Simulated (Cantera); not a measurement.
**Ignition delay**

Mixture: 39.3 % H₂, 12.3 % O₂, 46.0 % N₂, 2.48 % H₂O, equivalence ratio 1.6, at 2550 Torr, adiabatic and at constant pressure. Ignition delay is the time to a rise of 400 K.

Cantera simulation using the H2/O2 subset of GRI-Mech 3.0, which has no nitrogen chemistry; the numbers are that mechanism's predictions, not measurements. The hydrogen kinetics of GRI-Mech 3.0 are dated; newer H2 mechanisms differ, most at raised pressure.

```json
[
 {"T0 (K)": "1050", "delay (ms)": "2.44"},
 {"T0 (K)": "1100", "delay (ms)": "0.357"},
 {"T0 (K)": "1150", "delay (ms)": "0.0479"},
 {"T0 (K)": "1200", "delay (ms)": "0.0223"},
 {"T0 (K)": "1250", "delay (ms)": "0.0143"},
 {"T0 (K)": "1300", "delay (ms)": "0.0103"}
]
```

```yaml
apparent activation energy between 1200 and 1300 K: 100 kJ/mol
```
